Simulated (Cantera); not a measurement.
Thermodynamics of hydrogen reduction and annealing atmospheres, feed Cu2O + H2

Feed: 1 mol Cu2O, 4.5 mol H2, held at 10000 Pa.

These are equilibrium values from Cantera (NASA tables, ideal gas, pure condensed phases), not measurements of a reactor. Candidate condensed phases: Cu, CuO, Cu(OH)2, Cu2O, H2O; 12 gas species. Kinetics and transport are ignored.

```csv
T (K),log p H2,log p H2O,log p Cu,log p H,log p OH,log p Cu2,n Cu(s),n Cu(l)
798,-1.11,-1.65,<-13,-12.13,<-13,<-13,2.00,0
873,-1.11,-1.65,<-13,-10.88,<-13,<-13,2.00,0
948,-1.11,-1.65,-11.76,-9.83,<-13,<-13,2.00,0
1023,-1.11,-1.65,-10.42,-8.94,-12.06,<-13,2.00,0
1098,-1.11,-1.65,-9.25,-8.16,-11.06,<-13,2.00,0
1173,-1.11,-1.65,-8.24,-7.48,-10.19,-12.93,2.00,0
1248,-1.11,-1.65,-7.36,-6.89,-9.42,-11.67,2.00,0
1323,-1.11,-1.65,-6.57,-6.35,-8.74,-10.56,2.00,0
1398,-1.11,-1.65,-5.89,-5.88,-8.13,-9.60,0,2.00
1473,-1.11,-1.65,-5.29,-5.45,-7.58,-8.77,0,2.00
```
log p: log10 of the partial pressure in bar; n: condensed amount in mol.

From 798 K to 1323 K the condensed part is Cu(s). From 1398 K to 1473 K the condensed part is Cu(l).
